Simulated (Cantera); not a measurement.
A Cantera script and what it prints.

```python
import numpy as np
import cantera as ct

gas_names = """
    Fe FeO Fe(OH)2 H HO2 H2 H2O H2O2 H2S H2SO4 O OH O2 O3 S SH SO SO2 SO3 S2 S2O S8
""".split()
cond_names = """
    Fe(a) Fe(c) Fe(d) Fe(L) FeO(s) FeO(L) Fe(OH)2(s) Fe(OH)3(s) FeS(a) FeS(b) FeS(c) FeS(L) FeSO4(s)
    FeS2(s) Fe2O3(s) Fe2S3O12(s) Fe3O4(s) H2O(s) H2O(L) H2SO4(L) S(cr1) S(cr2) S(L)
""".split()


# ... load() reads the species with a 1 bar reference pressure and builds the phases ...
atoms = {
    'FeS2': {'Fe': 1, 'S': 2},
    'H2': {'H': 2},
    'H2O': {'H': 2, 'O': 1},
}
top_T = {'FeSO4(s)': 950, 'FeS2(s)': 1010, 'Fe2O3(s)': 1830, 'Fe2S3O12(s)': 1100, 'Fe3O4(s)': 1870}  # K; cautious upper limits of use, not melting points


# ... equilibrate(T, P, feed) seeds the gas with the atoms and calls Mixture.equilibrate('TP', solver="vcs", rtol=1e-11, max_steps=5000) ...
results = []
feed = {'FeS2': 1, 'H2': 0.94, 'H2O': 0.039}  # mol
P = 170  # Pa
for T in [1100, 1175, 1250, 1325, 1400, 1475, 1550, 1625, 1700]:
    mix = equilibrate(T, P, feed)
    results.append((T, P, feed, dict(zip(mix.species_names, mix.species_moles))))
    x = sorted(zip(gas.X, gas.species_names), reverse=True)
    print(f"T = {T:g} K  P = {P:g} Pa  gas = {mix.phase_moles(0):.4g} mol")
    print("   x: " + "  ".join(f"{s} {v:.3e}" for v, s in x if v > 1e-05))
    print("   condensed (mol): " + ("  ".join(f"{mix.phase(i).name} {mix.phase_moles(i):.4g}"
          for i in range(1, mix.n_phases) if mix.phase_moles(i) > 1e-12) or "none"))
```

Result:

```
T = 1100 K  P = 170 Pa  gas = 1.248 mol
   x: H2 3.822e-01  H2S 3.709e-01  S2 2.150e-01  H2O 3.125e-02  SH 5.310e-04
   condensed (mol): FeS(c) 1
T = 1175 K  P = 170 Pa  gas = 1.31 mol
   x: H2 4.595e-01  H2S 2.573e-01  S2 2.523e-01  H2O 2.974e-02  SH 1.061e-03
   condensed (mol): FeS(c) 1
T = 1250 K  P = 170 Pa  gas = 1.36 mol
   x: H2 5.157e-01  S2 2.794e-01  H2S 1.744e-01  H2O 2.862e-02  SH 1.867e-03  S 1.611e-05  SO 1.336e-05  S2O 1.261e-05
   condensed (mol): FeS(c) 1
T = 1325 K  P = 170 Pa  gas = 1.397 mol
   x: H2 5.536e-01  S2 2.974e-01  H2S 1.180e-01  H2O 2.784e-02  SH 2.993e-03  S 5.411e-05  SO 3.517e-05  H 2.951e-05  S2O 1.732e-05  SO2 1.655e-05
   condensed (mol): FeS(c) 1
T = 1400 K  P = 170 Pa  gas = 1.422 mol
   x: H2 5.782e-01  S2 3.088e-01  H2S 8.088e-02  H2O 2.726e-02  SH 4.474e-03  S 1.583e-04  H 8.970e-05  SO 8.483e-05  SO2 2.901e-05  S2O 2.315e-05
   condensed (mol): FeS(c) 1
T = 1475 K  P = 170 Pa  gas = 1.439 mol
   x: H2 5.937e-01  S2 3.157e-01  H2S 5.652e-02  H2O 2.678e-02  SH 6.341e-03  S 4.129e-04  H 2.424e-04  SO 1.887e-04  SO2 4.918e-05  S2O 3.013e-05
   condensed (mol): FeS(L) 1
T = 1550 K  P = 170 Pa  gas = 1.451 mol
   x: H2 6.033e-01  S2 3.193e-01  H2S 4.039e-02  H2O 2.628e-02  SH 8.615e-03  S 9.780e-04  H 5.933e-04  SO 3.892e-04  SO2 7.991e-05  Fe 5.948e-05  S2O 3.814e-05
   condensed (mol): FeS(L) 0.9999
T = 1625 K  P = 170 Pa  gas = 1.461 mol
   x: H2 6.084e-01  S2 3.204e-01  H2S 2.949e-02  H2O 2.564e-02  SH 1.130e-02  S 2.133e-03  H 1.335e-03  SO 7.476e-04  Fe 3.804e-04  SO2 1.236e-04  S2O 4.687e-05
   condensed (mol): FeS(L) 0.9994
T = 1700 K  P = 170 Pa  gas = 1.474 mol
   x: H2 6.091e-01  S2 3.192e-01  H2O 2.470e-02  H2S 2.192e-02  SH 1.438e-02  S 4.329e-03  H 2.789e-03  Fe 2.062e-03  SO 1.341e-03  SO2 1.805e-04  S2O 5.575e-05
   condensed (mol): FeS(L) 0.997
```

Method: chemical equilibrium by Gibbs-energy minimisation in Cantera with the NASA 1993 tables (ideal gas, pure condensed phases). FeS: taken at fixed stoichiometry. Gases not in the tables: S3 to S7.
